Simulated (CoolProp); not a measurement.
Propylene glycol at 333.73 K and 0.487 MPa is throttled through a valve to 0.179 MPa with no heat exchange. Each further row changes one setting.

Model: reference Helmholtz-energy equation of state, Eisenbach 2021, in CoolProp.

| case | final density (kg/m³) |
|---|---|
| as stated | 1010 |
| outlet pressure 0.0537 MPa | 1000 |
| outlet pressure 0.233 MPa | 1010 |
